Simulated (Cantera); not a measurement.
A closed system holds: 1 mol V, 0.18 mol O₂, 1.1 mol N₂, held at 2800 K and 54000 Pa.

These are equilibrium values from Cantera (NASA tables, ideal gas, pure condensed phases), not measurements of a reactor. Candidate condensed phases: V, VN, VO, V₂O₃, V₂O₄, V₂O₅; 13 gas species. Each liquid is taken as pure. Mutual solubility and eutectic melting of coexisting phases are not modelled. VO: taken at fixed stoichiometry. Condensed phases not in the tables: V₂N, N, O or C dissolved in the metal. Equilibrium is a limit: real reactors are often held back by kinetics, nucleation or transport.

Base state: N₂ 0.974, V 0.0164, VO 0.00912, VO₂ 0.000985, VN 1.86e-5 (mole fractions); condensed: V(l) + VO(l).

Problem. What changes in the equilibrium state with this change: pressure from 54000 Pa to 133 Pa?

Solution. 
```json
[
 {"species": "N₂", "before": "0.974", "after": "0.523"},
 {"species": "V", "before": "0.0164", "after": "0.319"},
 {"species": "VO", "before": "0.00912", "after": "0.144"},
 {"species": "VO₂", "before": "0.000985", "after": "0.0126"},
 {"species": "O", "before": "6.30e-6", "after": "0.00206"},
 {"species": "N", "before": "4.70e-6", "after": "6.93e-5"},
 {"species": "V(l), mol", "before": "0.623", "after": "0"},
 {"species": "VO(l), mol", "before": "0.347", "after": "0"}
]
```

Problem. What changes in the equilibrium state with this change: 0.023 mol H₂O added?

Solution. 
```json
[
 {"species": "N₂", "before": "0.974", "after": "0.947"},
 {"species": "V", "before": "0.0164", "after": "0.0164"},
 {"species": "H₂", "before": "0", "after": "0.0133"},
 {"species": "H", "before": "0", "after": "0.0129"},
 {"species": "H₂O", "before": "0", "after": "3.83e-5"},
 {"species": "OH", "before": "0", "after": "1.04e-5"},
 {"species": "VN", "before": "1.86e-5", "after": "1.84e-5"},
 {"species": "VO₂", "before": "0.000985", "after": "0.000985"},
 {"species": "VO", "before": "0.00912", "after": "0.00912"},
 {"species": "V(l), mol", "before": "0.623", "after": "0.599"},
 {"species": "VO(l), mol", "before": "0.347", "after": "0.370"}
]
```
Further candidate phases: H₂O.

Problem. What changes in the equilibrium state with this change: temperature from 2800 K to 2675 K?

Solution. 
| species | before | after |
|---|---|---|
| N₂ | 0.974 | 0.989 |
| V | 0.0164 | 0.00643 |
| VO | 0.00912 | 0.00376 |
| VO₂ | 0.000985 | 0.000390 |
| VN | 1.86e-5 | 7.40e-6 |
| V(l), mol | 0.623 | 0.633 |
| VO(l), mol | 0.347 | 0.355 |
